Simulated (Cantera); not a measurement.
# Silicon oxide and oxynitride deposition: SiCl₄ + O₃ + H₂ + H₂O

Feed: 1 mol SiCl₄, 2 mol O₃, 0.32 mol H₂, 0.87 mol H₂O, at 1425 °C and 0.0705 Torr.

Cantera equilibrium calculation (NASA polynomials, part measured and part estimated; ideal gas, pure solids and liquids). Candidate condensed phases: H₂O, Si, SiO₂; 30 gas species. The tables hold silica as quartz up to 1696 K and as liquid above; real silica turns to tridymite and cristobalite and melts near 1996 K. Kinetics and transport are ignored.

```yaml
x(O₂): 0.352
x(Cl): 0.316
x(HCl): 0.293
x(H₂O): 0.0337
x(O): 0.00268
x(OH): 0.00241
x(Cl₂): 0.000260
x(H): 0.000160
x(H₂): 0.000115
n(SiO₂(condensed)): 1.000 mol
gas_amount: 6.562 mol
log10 activity of Si(l) (absent): -14.26
```
